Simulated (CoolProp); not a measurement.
Vapour-liquid equilibrium of carbon dioxide (1) + C2F6 (R116) (2) at 550 kPa; x and y are mole fractions of (1).

Computed with CoolProp (multi-fluid Helmholtz-energy mixture model, Span 1996 and Lemmon 2006; pair parameters Bell 2016).

| x | bubble temperature, mixture model (°C) | bubble temperature, Raoult's law (°C) | y, mixture model | y, Raoult's law |
|---|---|---|---|---|
| 0.05 | -43.2 | -40.7 | 0.150 | 0.089 |
| 0.125 | -48.0 | -42.3 | 0.331 | 0.210 |
| 0.2 | (withheld) | -43.8 | (withheld) | 0.317 |
| 0.275 | -54.5 | -45.2 | 0.550 | 0.413 |
| 0.35 | (withheld) | -46.5 | 0.610 | 0.499 |
| 0.425 | (withheld) | -47.7 | 0.651 | 0.577 |
| 0.5 | -58.3 | -48.9 | 0.680 | 0.649 |
| 0.575 | -58.7 | -50.0 | (withheld) | 0.714 |
| 0.65 | -58.9 | -51.0 | 0.716 | 0.774 |
| 0.725 | -59.0 | -52.0 | 0.733 | 0.829 |
| 0.8 | -58.9 | -52.9 | 0.755 | 0.880 |
| 0.875 | (withheld) | -53.8 | 0.795 | 0.928 |
| 0.95 | -57.2 | -54.6 | 0.882 | 0.972 |

### Question
What belongs in the gaps?

### Answer

- 0.2, bubble temperature, mixture model (°C): -51.8
- 0.2, y, mixture model: 0.461
- 0.35, bubble temperature, mixture model (°C): -56.4
- 0.425, bubble temperature, mixture model (°C): -57.6
- 0.575, y, mixture model: 0.700
- 0.875, bubble temperature, mixture model (°C): -58.5

The largest gap from Raoult's law is -9.9 K in bubble temperature, at x = 0.425. y crosses x between x = 0.725 and 0.8: the model has an azeotrope there.

Pair parameters are fitted to limited data, so mixtures are less certain than the pure fluids.
